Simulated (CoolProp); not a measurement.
Vapour-liquid equilibrium of CHF3 (R23) (1) + R125 (2) at 0.108 MPa; x and y are mole fractions of (1).

Computed with CoolProp (multi-fluid Helmholtz-energy mixture model, Penoncello 2003 and Lemmon 2005; pair parameters Bell 2016).

### Question
Give the bubble temperature and the first vapour's composition at x = 0.05, 0.5, 0.8. Is there an azeotrope?

### Answer
x = 0.05: -50.4 °C, y = 0.197; x = 0.5: -70.8 °C, y = 0.861; x = 0.8: -77.6 °C, y = 0.962. No azeotrope shows between x = 0.05 and 0.95.

The pair parameters rest on a limited set of measurements; away from them the model extrapolates. The gap from Raoult's law changes sign with composition, which may be real or a fault of the pair parameters; it wasn't checked against measurements.
